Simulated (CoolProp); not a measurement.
Hexamethyldisiloxane (MM) along the isobar 7.76 MPa: density (kg/m³) from the reference equation and from simpler models built on Tc = 518.7 K, pc = 1.931 MPa, ω = 0.418; each cubic takes its own stable root.

Values from CoolProp's reference Helmholtz-energy equation of state, Thol 2016.

```csv
T (K),phase,reference,van der Waals,Soave-Redlich-Kwong,Peng-Robinson
369.9,liquid,699.6,455.3,665.1,747.9
386.3,liquid,682.5,448.5,[?],731.3
402.6,liquid,665.3,441.6,634.5,713.6
418.9,liquid,647.6,[?],617.8,694.7
435.2,liquid,629.4,427.4,[?],674.4
451.5,liquid,610.6,420.1,581.3,652.8
467.9,liquid,591.1,412.5,561.3,629.6
484.2,liquid,571.1,[?],540.3,605.0
500.5,liquid,550.2,[?],518.1,578.8
516.8,liquid,528.6,389.0,494.8,551.3
533.1,supercritical,506.0,380.9,470.6,522.4
549.4,supercritical,482.6,372.5,445.6,492.5
```

Q: Some entries are withheld; supply them.

A: 
- 386.3, Soave-Redlich-Kwong: 650.2
- 418.9, van der Waals: 434.6
- 435.2, Soave-Redlich-Kwong: 600.1
- 484.2, van der Waals: 404.8
- 500.5, van der Waals: 397.0
